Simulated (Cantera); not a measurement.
**Thermodynamics of nitride etching, feed Si3N4 + F2**

Charge: 1 mol Si3N4, a varied amount of F2, held at 975 °C and 43000 Pa.

Equilibrium computed with Cantera from the NASA thermochemical tables; the gas is ideal and each condensed phase is pure. Candidate condensed phases: Si, Si3N4; 16 gas species. The tables' values for SiF3 are old estimates; treat these amounts as uncertain. The numbers say what is thermodynamically allowed, not how fast it happens.

```
n(F2) (mol)  log p SiF4  log p N2  log p F  log p F2  log p SiF3  log p NF3  n Si3N4(s)
-----------  ----------  --------  -------  --------  ----------  ---------  ----------
1                 -0.59     -0.76     <-12      <-12       -3.39       <-12       0.833
1.3               -0.59     -0.76     <-12      <-12       -3.39       <-12       0.783
1.6               -0.59     -0.76     <-12      <-12       -3.39       <-12       0.733
1.9               -0.59     -0.76     <-12      <-12       -3.39       <-12       0.683
2.4               -0.59     -0.76     <-12      <-12       -3.39       <-12       0.600
3                 -0.59     -0.76     <-12      <-12       -3.39       <-12       0.500
3.7               -0.59     -0.76     <-12      <-12       -3.39       <-12       0.383
4.5               -0.59     -0.76     <-12      <-12       -3.39       <-12       0.250
5.6               -0.59     -0.76     <-12      <-12       -3.39       <-12      0.0663
7                 -0.72     -0.89    -1.03     -1.76        <-12      -4.81           0
8.6               -0.85     -1.03    -0.82     -1.34        <-12      -4.25           0
```
log p: log10 of the partial pressure in bar; n: condensed amount in mol.

From 1 mol F2 to 5.6 mol F2 the condensed part is Si3N4(s). From 7 mol F2 to 8.6 mol F2 nothing is condensed. The main Si-bearing gas is SiF4 throughout.
